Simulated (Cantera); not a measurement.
An adiabatic, constant-volume homogeneous reactor starts with CH4 : O2 : N2 : H2 = 1 : 3.77 : 14.2 : 0.63 (molar parts), equivalence ratio 0.61, at 1525 K and 22.7 atm.

Computed with Cantera and GRI-Mech 3.0 (53 species, 325 reactions). The pressure lies above the range GRI-Mech 3.0 was tuned for (to about 10 atm).

One state of this run: T (K) = 2878; P (bar) = 43.1; x CH4 = <1e-12; x O2 = 0.0634; x O = 0.00282; x CH2O = 2.25e-10; x H2 = 0.00224; x NO2 = 4.91e-5. x: mole fraction; the columns are a selection and need not sum to one.

### Question
Which value of t (s) does it belong to?
(A) 7.80e-6
(B) 3.00e-6
(C) 2.03e-5
(D) 0.110

### Answer
D, 0.110
